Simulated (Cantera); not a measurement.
Charge: 1 mol SiHCl₃, 27 mol N₂, 1.9 mol H₂, at 1698.15 K and 0.530 bar.

Method: chemical equilibrium by Gibbs-energy minimisation in Cantera with the NASA 1993 tables (ideal gas, pure condensed phases). Candidate condensed phases: NH₄Cl, Si, Si₃N₄; 28 gas species. The tables' values for SiCl₃ are old estimates; treat these amounts as uncertain. Kinetics and transport are ignored.

Base state: N₂ 0.874, HCl 0.0712, H₂ 0.0432, SiCl₂ 0.00925, SiCl₃ 0.00187, SiCl₄ 0.000749, SiHCl₃ 8.76e-5, Cl 5.30e-5 (mole fractions); condensed: Si₃N₄(s).

Question: What changes in the equilibrium state with this change: temperature from 1698.15 K to 773 K?

Answer: 
| species | before | after |
|---|---|---|
| N₂ | 0.874 | 0.879 |
| HCl | 0.0712 | 0.0665 |
| H₂ | 0.0432 | 0.0463 |
| SiCl₂ | 0.00925 | <1e-9 |
| SiCl₄ | 0.000749 | 0.00824 |
| SiCl₃ | 0.00187 | 9.08e-9 |
| Cl | 5.30e-5 | <1e-9 |
| H | 4.14e-5 | <1e-9 |
| NH₃ | 1.63e-7 | 1.96e-5 |
| Si₃N₄(s), mol | 0.212 | 0.250 |
N₂ is the only nitrogen source here; it is nearly inert below about 1500 K, so the nitride shown seldom forms there in practice.
